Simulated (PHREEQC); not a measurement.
Solution (25 °C): 0.34 mol H2SO4, 0.00085 mol MnSO4 and 0.11 mol MgSO4 per kg of water. Closed to the air; pH follows from the charge balance.

Equilibrium calculation in PHREEQC: ion-association model, phreeqc.dat.

### Question
The ionic strength comes out as 0.587 mol/kgw. What activity coefficients do HSO4-, SO4-2, H+, Mg+2, Mn+2 get?

### Answer
HSO4- 0.74, SO4-2 0.19, H+ 0.76, Mg+2 0.29, Mn+2 0.24.

This is a speciation only: nothing precipitates in the calculation.
